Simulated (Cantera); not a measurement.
An adiabatic, constant-pressure homogeneous reactor starts with CH4 : O2 : N2 = 1 : 3.12 : 11.8 (molar parts), equivalence ratio 0.64, at 975 K and 15.0 bar. Integrator tolerance rtol = 1e-08.

Computed with Cantera and GRI-Mech 3.0 (53 species, 325 reactions). The pressure lies above the range GRI-Mech 3.0 was tuned for (to about 10 atm). Below about 1000 K GRI-Mech 3.0 lacks low-temperature oxidation paths.

```csv
quantity,before,after
time of steepest temperature rise,79.1 ms,not reached
temperature at 2.00 s,2256 K,976 K
equilibrium temperature,2256 K,2216 K
x(CH4) at 2.00 s,<1e-12 (gas-phase equilibrium <1e-12),0.0626 (gas-phase equilibrium <1e-12)
x(O2) at 2.00 s,0.0660 (gas-phase equilibrium 0.0660),0.196 (gas-phase equilibrium 0.0663)
x(HCO) at 2.00 s,4.92e-11 (gas-phase equilibrium 4.92e-11),3.74e-12 (gas-phase equilibrium 7.00e-11)
x(C2H) at 2.00 s,<1e-12 (gas-phase equilibrium <1e-12),<1e-12 (gas-phase equilibrium <1e-12)
x(CH2O) at 2.00 s,<1e-12 (gas-phase equilibrium <1e-12),0.000100 (gas-phase equilibrium <1e-12)
```

Task: What was changed between the two runs?
(A) pressure from 15.0 bar to 23.0 bar
(B) pressure from 15.0 bar to 0.350 bar
(C) constant volume in place of constant pressure
(D) O2 3.12 to 2.2 parts

Result: B, pressure from 15.0 bar to 0.350 bar
